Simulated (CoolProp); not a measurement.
A closed Brayton cycle with carbon dioxide: compressor inlet 308.15 K and 9 MPa, high pressure 26.7 MPa, turbine inlet 750 K, compressor efficiency 0.89, turbine efficiency 0.85, recuperator effectiveness 0.9 (on enthalpy, no pinch check). Each further row changes one setting.

Computed with CoolProp (reference Helmholtz-energy equation of state, Span 1996).

```
case                           thermal efficiency (%)  net work (kJ/kg)  compressor to turbine work  compressor exit (K)  turbine exit (K)
-----------------------------  ----------------------  ----------------  --------------------------  -------------------  ----------------
as stated                                  (withheld)              92.4                        0.23                339.4             633.1
turbine inlet 700 K                              30.5              82.6                        0.25                339.4             587.1
compressor inlet 318.15 K                        30.7              76.3                        0.36                389.6             633.1
high pressure 22.7 MPa                           30.7              81.8                        0.21           (withheld)             650.1
recuperator effectiveness 0.5              (withheld)              92.4                        0.23                339.4             633.1
```

Fill in the missing entries.


- as stated, thermal efficiency (%): 32.3
- high pressure 22.7 MPa, compressor exit (K): 333.9
- recuperator effectiveness 0.5, thermal efficiency (%): 21.4
